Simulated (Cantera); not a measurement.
**Thermodynamics of carbothermic reduction, feed Fe3O4 + CH4 + H2**

Charge: 1 mol Fe3O4, a varied amount of CH4, 1.7 mol H2, held at 1698 K and 0.133 bar.

Cantera equilibrium calculation (NASA polynomials, part measured and part estimated; ideal gas, pure solids and liquids). Candidate condensed phases: C, C6H6, C7H8, C8H18, Fe, Fe(CO)5, FeO, Fe(OH)2, Fe(OH)3, Fe2O3, Fe3O4, H2O; 114 gas species. Iron dissolves carbon and melts from about 1420 K in contact with it, which pure phases cannot show. Mutual solubility and eutectic melting of coexisting phases are not modelled. The tables' stoichiometric FeO is somewhat more stable than real wüstite, so its field is too wide. FeO: taken at fixed stoichiometry. Condensed phases not in the tables: cementite and carbon dissolved in iron. Rates play no part.

```
n(CH4) (mol)   x H2   x CO    x H2O    x CO2       x H     x CH4  n Fe(δ)  n FeO(l)  n C(graphite)
------------  -----  -----  -------  -------  --------  --------  -------  --------  -------------
0.45          0.580  0.130    0.272   0.0178  0.000302  8.90e-10    0.335      2.67              0
0.67          0.557  0.159    0.262   0.0218  0.000296   1.01e-9    0.722      2.28              0
1             0.536  0.187    0.251   0.0257  0.000290   1.09e-9     1.30      1.70              0
1.5           0.516  0.213    0.242   0.0293  0.000284   1.15e-9     2.18     0.817              0
2.3           0.557  0.245    0.175   0.0226  0.000296   2.32e-9     3.00         0              0
3.4           0.669  0.280   0.0449  0.00551  0.000324   1.79e-8     3.00         0              0
5.1           0.748  0.252  1.22e-5  1.21e-6  0.000342   8.23e-5     3.00         0           1.10
```
x: gas mole fraction; n: condensed amount in mol.

From 0.45 mol CH4 to 1.5 mol CH4 the condensed part is Fe(δ) + FeO(l). From 2.3 mol CH4 to 3.4 mol CH4 the condensed part is Fe(δ). At 5.1 mol CH4 the condensed part is C(graphite) + Fe(δ). The main Fe-bearing gas is Fe throughout.
